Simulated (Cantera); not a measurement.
An adiabatic, constant-volume homogeneous reactor starts with CH4 : C2H6 : C3H8 : O2 : N2 : CO2 = 1 : 0.065 : 0.15 : 8.27 : 69.5 : 1.1 (molar parts), at 1675 K and 21.0 bar.

Detailed kinetics in Cantera: GRI-Mech 3.0 (53 species, 325 reactions). The pressure lies above the range GRI-Mech 3.0 was tuned for (to about 10 atm).

One state of this run: T (K) = 2169; P (bar) = 27.3; x CH4 = <1e-12; x C2H6 = <1e-12; x C3H8 = <1e-12; x H2 = 2.48e-5; x HO2 = 2.87e-6; x O = 0.000106; x H2O2 = 1.40e-7. x: mole fraction; the columns are a selection and need not sum to one.

**Question.** Which value of t (s) does it belong to?
A) 6.32e-6
B) 0.200
C) 2.00e-6
D) 2.00e-5

**Answer.** B, 0.200
